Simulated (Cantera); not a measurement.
Input (Python, Cantera) and output of one run.

```python
import numpy as np
import cantera as ct

gas_names = """
    CL2 CL TiCL3
""".split()
cond_names = """
    TiCL3(s) TiCL4(L)
""".split()


# ... load() reads the species with a 1 bar reference pressure and builds the phases ...
species = {s.name: s for s in load("nasa_gas.yaml", gas_names) + load("nasa_condensed.yaml", cond_names)}
# Each term lists the table entries of one substance; the one whose range holds T is used.
reactions = {
    'Cl2(g) + 2 TiCl3 = 2 TiCl4':
        [(-1, ['CL2']), (-2, ['TiCL3(s)']), (2, ['TiCL4(L)'])],
    'Cl(g) + TiCl3(g) = TiCl4':
        [(-1, ['CL']), (-1, ['TiCL3']), (1, ['TiCL4(L)'])],
}


def pick(names, T):
    return next(species[n] for n in names if species[n].thermo.min_temp <= T <= species[n].thermo.max_temp)


results = []
for label, terms in reactions.items():
    print(label)
    print("     T/K   dH/kJ  dS/(J/K)   dG/kJ   log10 K")
    for T in [300, 350, 375, 400, 425, 450, 475, 500]:
        used = [(nu, pick(names, T)) for nu, names in terms]
        dH = sum(nu * s.thermo.h(T) for nu, s in used) / 1e6
        dS = sum(nu * s.thermo.s(T) for nu, s in used) / 1e3
        dG = dH - T * dS / 1e3
        logK = -dG * 1e6 / (ct.gas_constant * T * np.log(10))
        results.append((label, T, dH, dS, dG, logK, [s.name for _, s in used]))
        print(f"{T:8g} {dH:8.1f} {dS:8.1f} {dG:8.1f} {logK:8.2f}")
```

Output:

```
Cl2(g) + 2 TiCl3 = 2 TiCl4
     T/K   dH/kJ  dS/(J/K)   dG/kJ   log10 K
     300   -164.7      2.6   -165.5    28.82
     350   -161.7     12.1   -165.9    24.76
     375   -160.2     16.2   -166.3    23.16
     400   -158.7     20.0   -166.7    21.77
     425   -157.2     23.6   -167.3    20.56
     450   -155.8     26.9   -167.9    19.49
     475   -154.3     30.1   -168.6    18.54
     500   -152.9     33.0   -169.4    17.70
Cl(g) + TiCl3(g) = TiCl4
     T/K   dH/kJ  dS/(J/K)   dG/kJ   log10 K
     300   -386.1   -229.3   -317.3    55.24
     350   -383.6   -221.8   -306.0    45.67
     375   -382.4   -218.6   -300.5    41.85
     400   -381.3   -215.6   -295.1    38.53
     425   -380.2   -212.9   -289.7    35.61
     450   -379.1   -210.4   -284.4    33.01
     475   -378.0   -208.0   -279.2    30.70
     500   -376.9   -205.8   -274.0    28.63
```

Standard-state values (1 bar) from the NASA 1993 polynomials, evaluated with Cantera. Condensed species are held in their standard states even where they would react or evaporate.
